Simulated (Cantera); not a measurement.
Input (Python, Cantera) and output of one run.

```python
import numpy as np
import cantera as ct

gas_names = [...]  # 113 gases of nasa_gas.yaml made of C, H, O, Ti
cond_names = """
    C(gr) C6H6(L) C7H8(L) C8H18(L),n-octa H2O(s) H2O(L) Ti(a) Ti(b) Ti(L) TiC(s) TiC(L) TiO(a) TiO(b)
    TiO(L) TiO2(ru) TiO2(L) Ti2O3(a) Ti2O3(b) Ti2O3(L) Ti3O5(a) Ti3O5(b) Ti3O5(L) Ti4O7(s) Ti4O7(L)
""".split()


# ... load() reads the species with a 1 bar reference pressure and builds the phases ...
atoms = {
    'TiO2': {'Ti': 1, 'O': 2},
    'CO': {'C': 1, 'O': 1},
    'H2': {'H': 2},
}
top_T = {'C(gr)': 4500}  # K; cautious upper limits of use, not melting points


# ... equilibrate(T, P, feed) seeds the gas with the atoms and calls Mixture.equilibrate('TP', solver="vcs", rtol=1e-11, max_steps=5000) ...
results = []
feed = {'TiO2': 1, 'CO': 2.7, 'H2': 4.2}  # mol
for P in [10, 42, 180, 750, 3200, 13000, 56000, 240000, 1000000]:
    for T in [1350, 1400, 1450, 1500, 1550, 1600, 1650, 1700, 1750, 1800, 1850, 1900, 1950]:
        mix = equilibrate(T, P, feed)
        results.append((T, P, feed, dict(zip(mix.species_names, mix.species_moles))))

for T, P, feed, n in results:
    print(f"{T:7g} {P:10.4g}  " + (" + ".join(c for c in cond_names if n.get(c, 0) > 1e-12) or "gas only"))
```

Result:

```
   1350         10  TiO2(ru) + Ti4O7(s)
   1400         10  TiO2(ru) + Ti4O7(s)
   1450         10  TiO2(ru) + Ti4O7(s)
   1500         10  TiO2(ru) + Ti4O7(s)
   1550         10  TiO2(ru) + Ti4O7(s)
   1600         10  TiO2(ru) + Ti4O7(s)
   1650         10  TiO2(ru) + Ti4O7(s)
   1700         10  Ti4O7(s)
   1750         10  Ti4O7(s)
   1800         10  Ti4O7(s)
   1850         10  Ti3O5(b) + Ti4O7(s)
   1900         10  Ti3O5(b) + Ti4O7(s)
   1950         10  Ti3O5(b)
   1350         42  TiO2(ru) + Ti4O7(s)
   1400         42  TiO2(ru) + Ti4O7(s)
   1450         42  TiO2(ru) + Ti4O7(s)
   1500         42  TiO2(ru) + Ti4O7(s)
   1550         42  TiO2(ru) + Ti4O7(s)
   1600         42  TiO2(ru) + Ti4O7(s)
   1650         42  TiO2(ru) + Ti4O7(s)
   1700         42  Ti4O7(s)
   1750         42  Ti4O7(s)
   1800         42  Ti4O7(s)
   1850         42  Ti3O5(b) + Ti4O7(s)
   1900         42  Ti3O5(b)
   1950         42  Ti3O5(b)
   1350        180  TiO2(ru) + Ti4O7(s)
   1400        180  TiO2(ru) + Ti4O7(s)
   1450        180  TiO2(ru) + Ti4O7(s)
   1500        180  TiO2(ru) + Ti4O7(s)
   1550        180  TiO2(ru) + Ti4O7(s)
   1600        180  TiO2(ru) + Ti4O7(s)
   1650        180  TiO2(ru) + Ti4O7(s)
   1700        180  Ti4O7(s)
   1750        180  Ti4O7(s)
   1800        180  Ti4O7(s)
   1850        180  Ti3O5(b) + Ti4O7(s)
   1900        180  Ti3O5(b)
   1950        180  Ti3O5(b)
   1350        750  TiO2(ru) + Ti4O7(s)
   1400        750  TiO2(ru) + Ti4O7(s)
   1450        750  TiO2(ru) + Ti4O7(s)
   1500        750  TiO2(ru) + Ti4O7(s)
   1550        750  TiO2(ru) + Ti4O7(s)
   1600        750  TiO2(ru) + Ti4O7(s)
   1650        750  TiO2(ru) + Ti4O7(s)
   1700        750  Ti4O7(s)
   1750        750  Ti4O7(s)
   1800        750  Ti4O7(s)
   1850        750  Ti3O5(b) + Ti4O7(s)
   1900        750  Ti3O5(b)
   1950        750  Ti3O5(b)
   1350       3200  TiO2(ru) + Ti4O7(s)
   1400       3200  TiO2(ru) + Ti4O7(s)
   1450       3200  TiO2(ru) + Ti4O7(s)
   1500       3200  TiO2(ru) + Ti4O7(s)
   1550       3200  TiO2(ru) + Ti4O7(s)
   1600       3200  TiO2(ru) + Ti4O7(s)
   1650       3200  TiO2(ru) + Ti4O7(s)
   1700       3200  Ti4O7(s)
   1750       3200  Ti4O7(s)
   1800       3200  Ti4O7(s)
   1850       3200  Ti3O5(b) + Ti4O7(s)
   1900       3200  Ti3O5(b)
   1950       3200  Ti3O5(b)
   1350    1.3e+04  TiO2(ru) + Ti4O7(s)
   1400    1.3e+04  TiO2(ru) + Ti4O7(s)
   1450    1.3e+04  TiO2(ru) + Ti4O7(s)
   1500    1.3e+04  TiO2(ru) + Ti4O7(s)
   1550    1.3e+04  TiO2(ru) + Ti4O7(s)
   1600    1.3e+04  TiO2(ru) + Ti4O7(s)
   1650    1.3e+04  TiO2(ru) + Ti4O7(s)
   1700    1.3e+04  Ti4O7(s)
   1750    1.3e+04  Ti4O7(s)
   1800    1.3e+04  Ti4O7(s)
   1850    1.3e+04  Ti3O5(b) + Ti4O7(s)
   1900    1.3e+04  Ti3O5(b)
   1950    1.3e+04  Ti3O5(b)
   1350    5.6e+04  TiO2(ru) + Ti4O7(s)
   1400    5.6e+04  TiO2(ru) + Ti4O7(s)
   1450    5.6e+04  TiO2(ru) + Ti4O7(s)
   1500    5.6e+04  TiO2(ru) + Ti4O7(s)
   1550    5.6e+04  TiO2(ru) + Ti4O7(s)
   1600    5.6e+04  TiO2(ru) + Ti4O7(s)
   1650    5.6e+04  TiO2(ru) + Ti4O7(s)
   1700    5.6e+04  Ti4O7(s)
   1750    5.6e+04  Ti4O7(s)
   1800    5.6e+04  Ti4O7(s)
   1850    5.6e+04  Ti3O5(b) + Ti4O7(s)
   1900    5.6e+04  Ti3O5(b)
   1950    5.6e+04  Ti3O5(b)
   1350    2.4e+05  TiO2(ru)
   1400    2.4e+05  TiO2(ru) + Ti4O7(s)
   1450    2.4e+05  TiO2(ru) + Ti4O7(s)
   1500    2.4e+05  TiO2(ru) + Ti4O7(s)
   1550    2.4e+05  TiO2(ru) + Ti4O7(s)
   1600    2.4e+05  TiO2(ru) + Ti4O7(s)
   1650    2.4e+05  TiO2(ru) + Ti4O7(s)
   1700    2.4e+05  Ti4O7(s)
   1750    2.4e+05  Ti4O7(s)
   1800    2.4e+05  Ti4O7(s)
   1850    2.4e+05  Ti3O5(b) + Ti4O7(s)
   1900    2.4e+05  Ti3O5(b)
   1950    2.4e+05  Ti3O5(b)
   1350      1e+06  TiO2(ru)
   1400      1e+06  TiO2(ru)
   1450      1e+06  TiO2(ru)
   1500      1e+06  TiO2(ru) + Ti4O7(s)
   1550      1e+06  TiO2(ru) + Ti4O7(s)
   1600      1e+06  TiO2(ru) + Ti4O7(s)
   1650      1e+06  TiO2(ru) + Ti4O7(s)
   1700      1e+06  Ti4O7(s)
   1750      1e+06  Ti4O7(s)
   1800      1e+06  Ti4O7(s)
   1850      1e+06  Ti3O5(b) + Ti4O7(s)
   1900      1e+06  Ti3O5(b)
   1950      1e+06  Ti3O5(b)
```

These are equilibrium values from Cantera (NASA tables, ideal gas, pure condensed phases), not measurements of a reactor. Mutual solubility and eutectic melting of coexisting phases are not modelled. Condensed phases not in the tables: Magnéli phases beyond Ti4O7.
